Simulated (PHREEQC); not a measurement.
A solution holds 0.53 mmol/kgw Ca(HCO3)2, 1.5 mmol/kgw CO2 and 0.008 mmol/kgw H4SiO4, at 45 °C. Closed to the air; pH follows from the charge balance.

Equilibrium calculation in PHREEQC: Pitzer model, pitzer.dat.

| Quantity | Result |
|---|---|
| pH | 6.11 |
| ionic strength | 0.00159 mol/kgw |
| specific conductance | 156 µS/cm |
| osmotic coefficient | 0.985 |
| total alkalinity | 1.06 meq/kg |

```
species  molality  activity   log γ
-------  --------  --------  ------
CO2       0.00150   0.00150   0.000
HCO3-     0.00106   0.00102  -0.019
Ca+2     0.000530  0.000442  -0.079
H4SiO4    8.00e-6   8.00e-6   0.000
H+        8.16e-7   7.77e-7  -0.022
CO3-2     9.86e-8   8.13e-8  -0.083
OH-       5.47e-8   5.19e-8  -0.022
H3SiO4-   2.94e-9   2.81e-9  -0.020
```

This is a speciation only: nothing precipitates in the calculation. At this temperature some constants are extrapolated from 25 °C, and those without enthalpy data are left unchanged.
